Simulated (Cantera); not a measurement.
Adiabatic ignition

An adiabatic, constant-volume homogeneous reactor starts with H₂ : O₂ : N₂ = 1 : 1.19 : 5 (molar parts), at 1450 K and 9750 Torr.

Detailed kinetics in Cantera: GRI-Mech 3.0 (53 species, 325 reactions). The hydrogen kinetics of GRI-Mech 3.0 are dated; newer H2 mechanisms differ, most at raised pressure. The pressure lies above the range GRI-Mech 3.0 was tuned for (to about 10 atm).

```json
[
 {"t (s)": "6.00e-6", "T (K)": "2591", "P (bar)": "21.7", "x H₂": "0.000899", "x O₂": "0.100", "x H₂O": "0.143", "x O": "0.00154", "x HO₂": "2.67e-5", "x NO": "0.000112"},
 {"t (s)": "1.90e-5", "T (K)": "2591", "P (bar)": "21.7", "x H₂": "0.000892", "x O₂": "0.100", "x H₂O": "0.144", "x O": "0.00153", "x HO₂": "2.66e-5", "x NO": "0.000278"},
 {"t (s)": "6.00e-5", "T (K)": "2590", "P (bar)": "21.7", "x H₂": "0.000888", "x O₂": "0.0999", "x H₂O": "0.144", "x O": "0.00152", "x HO₂": "2.65e-5", "x NO": "0.000792"},
 {"t (s)": "0.000190", "T (K)": "2586", "P (bar)": "21.6", "x H₂": "0.000878", "x O₂": "0.0992", "x H₂O": "0.144", "x O": "0.00149", "x HO₂": "2.61e-5", "x NO": "0.00232"},
 {"t (s)": "0.000600", "T (K)": "2577", "P (bar)": "21.6", "x H₂": "0.000853", "x O₂": "0.0973", "x H₂O": "0.144", "x O": "0.00141", "x HO₂": "2.52e-5", "x NO": "0.00627"},
 {"t (s)": "0.00190", "T (K)": "2561", "P (bar)": "21.4", "x H₂": "0.000812", "x O₂": "0.0942", "x H₂O": "0.144", "x O": "0.00130", "x HO₂": "2.36e-5", "x NO": "0.0127"},
 {"t (s)": "0.00600", "T (K)": "2553", "P (bar)": "21.4", "x H₂": "0.000791", "x O₂": "0.0926", "x H₂O": "0.144", "x O": "0.00124", "x HO₂": "2.29e-5", "x NO": "0.0161"},
 {"t (s)": "0.0190", "T (K)": "2553", "P (bar)": "21.4", "x H₂": "0.000790", "x O₂": "0.0925", "x H₂O": "0.144", "x O": "0.00124", "x HO₂": "2.28e-5", "x NO": "0.0162"},
 {"t (s)": "0.0600", "T (K)": "2553", "P (bar)": "21.4", "x H₂": "0.000790", "x O₂": "0.0925", "x H₂O": "0.144", "x O": "0.00124", "x HO₂": "2.28e-5", "x NO": "0.0162"},
 {"t (s)": "0.190", "T (K)": "2553", "P (bar)": "21.4", "x H₂": "0.000790", "x O₂": "0.0925", "x H₂O": "0.144", "x O": "0.00124", "x HO₂": "2.28e-5", "x NO": "0.0162"},
 {"t (s)": "0.600", "T (K)": "2553", "P (bar)": "21.4", "x H₂": "0.000790", "x O₂": "0.0925", "x H₂O": "0.144", "x O": "0.00124", "x HO₂": "2.28e-5", "x NO": "0.0162"},
 {"t (s)": "1.90", "T (K)": "2553", "P (bar)": "21.4", "x H₂": "0.000790", "x O₂": "0.0925", "x H₂O": "0.144", "x O": "0.00124", "x HO₂": "2.28e-5", "x NO": "0.0162"},
 {"t (s)": "6.00", "T (K)": "2553", "P (bar)": "21.4", "x H₂": "0.000790", "x O₂": "0.0925", "x H₂O": "0.144", "x O": "0.00124", "x HO₂": "2.28e-5", "x NO": "0.0162"}
]
```
x: mole fraction; the columns are a selection and need not sum to one.

- time of steepest temperature rise: 1.81 µs
- temperature at 6.00 s: 2553 K
- equilibrium temperature: 2553 K
- x(H₂) at 6.00 s: 0.000790 (gas-phase equilibrium 0.000790)
- x(O₂) at 6.00 s: 0.0925 (gas-phase equilibrium 0.0925)
- x(H₂O) at 6.00 s: 0.144 (gas-phase equilibrium 0.144)
